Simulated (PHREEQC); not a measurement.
Consider water at 45 °C with 0.2 mol CuCl2 and 0.23 mol KCl per kg of water. Closed to the air; pH follows from the charge balance.

Equilibrium calculation in PHREEQC: ion-association model, phreeqc.dat.

```json
[
 {"quantity": "ionic strength (mol/kgw)", "before": "0.632", "after": "0.343"},
 {"quantity": "Cl- (mol/kgw)", "before": "0.526", "after": "0.278"},
 {"quantity": "Cu+2 (mol/kgw)", "before": "0.106", "after": "0.0650"},
 {"quantity": "CuCl+ (mol/kgw)", "before": "0.0840", "after": "0.0324"},
 {"quantity": "CuCl2 (mol/kgw)", "before": "0.00980", "after": "0.00244"},
 {"quantity": "SI of Sylvite (KCl)", "before": "-2.32", "after": "-2.84"}
]
```

Which change was made?
(A) temperature from 45 to 40 °C
(B) CuCl2 from 0.2 to 0.4 mol/kgw
(C) CuCl2 from 0.2 to 0.22 mol/kgw
(D) diluted 2-fold with water
(E) KCl from 0.23 to 0.207 mol/kgw

D, diluted 2-fold with water

This is a speciation only: nothing precipitates in the calculation. Away from 25 °C the constants follow the database's enthalpies or fits; those with neither stay at their 25 °C values.
